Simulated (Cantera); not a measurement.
Cantera run, input and output.

```python
import numpy as np
import cantera as ct

gas = ct.Solution("gri30.yaml")
gas.TPX = 725, 77000, {'CH4': 1, 'O2': 2.53, 'N2': 9.52}
inlet = ct.Reservoir(gas, clone=True)
gas.equilibrate("HP")  # start burning
reactor = ct.IdealGasConstPressureReactor(gas, energy="on", clone=False)
exhaust = ct.Reservoir(gas, clone=True)
tau = [0.1, 0.054, 0.029, 0.016, 0.0083, 0.0044, 0.0024, 0.0013, 0.00068, 0.00036, 0.00019, 0.0001, 5.6e-05][0]
for a, b in ((inlet, reactor), (reactor, exhaust)):
    ct.MassFlowController(a, b, mdot=lambda t: reactor.mass / tau)
net = ct.ReactorNet([reactor])
show = ['CH4', 'O2', 'HCO', 'C2H6', 'CH2CO', 'H2O', 'O']

rows = []
print(f"{'tau/s':>10s}{'T/K':>9s}" + "".join(f"{s:>11s}" for s in show))
for tau in [0.1, 0.054, 0.029, 0.016, 0.0083, 0.0044, 0.0024, 0.0013, 0.00068, 0.00036, 0.00019, 0.0001, 5.6e-05]:
    net.initial_time = 0.0
    net.advance(30 * tau)
    before = gas.X
    net.advance(40 * tau)
    drift = np.max(np.abs(gas.X - before) / (gas.X + 1e-9))
    rows.append([gas.T, *gas[show].X, drift])
    print(f"{tau:10.3e}{gas.T:9.1f}" + "".join(f"{x:11.3e}" for x in gas[show].X))
```

It prints:

```
     tau/s      T/K        CH4         O2        HCO       C2H6      CH2CO        H2O          O
 1.000e-01   2252.6  2.303e-06  4.027e-02  2.423e-08  4.464e-13  1.202e-10  1.479e-01  9.925e-04
 5.400e-02   2248.9  4.021e-06  4.077e-02  4.488e-08  1.325e-12  2.443e-10  1.476e-01  1.087e-03
 2.900e-02   2241.1  6.865e-06  4.130e-02  8.377e-08  3.722e-12  5.119e-10  1.470e-01  1.247e-03
 1.600e-02   2228.1  1.109e-05  4.189e-02  1.523e-07  9.249e-12  1.038e-09  1.461e-01  1.497e-03
 8.300e-03   2205.6  1.821e-05  4.271e-02  2.939e-07  2.319e-11  2.198e-09  1.447e-01  1.935e-03
 4.400e-03   2174.6  2.889e-05  4.374e-02  5.524e-07  5.362e-11  4.348e-09  1.428e-01  2.556e-03
 2.400e-03   2137.0  4.499e-05  4.495e-02  1.002e-06  1.193e-10  8.114e-09  1.406e-01  3.340e-03
 1.300e-03   2092.0  7.165e-05  4.640e-02  1.814e-06  2.788e-10  1.526e-08  1.379e-01  4.291e-03
 6.800e-04   2038.5  1.210e-04  4.820e-02  3.369e-06  7.417e-10  3.099e-08  1.349e-01  5.386e-03
 3.600e-04   1982.1  2.118e-04  5.037e-02  6.161e-06  2.185e-09  6.767e-08  1.319e-01  6.392e-03
 1.900e-04   1922.8  3.958e-04  5.333e-02  1.136e-05  7.720e-09  1.711e-07  1.291e-01  7.069e-03
 1.000e-04   1859.3  8.223e-04  5.808e-02  2.142e-05  3.734e-08  5.533e-07  1.265e-01  6.946e-03
 5.600e-05   1785.6  1.999e-03  6.677e-02  3.982e-05  3.179e-07  2.608e-06  1.233e-01  5.250e-03
```

Computed with Cantera and GRI-Mech 3.0 (53 species, 325 reactions).
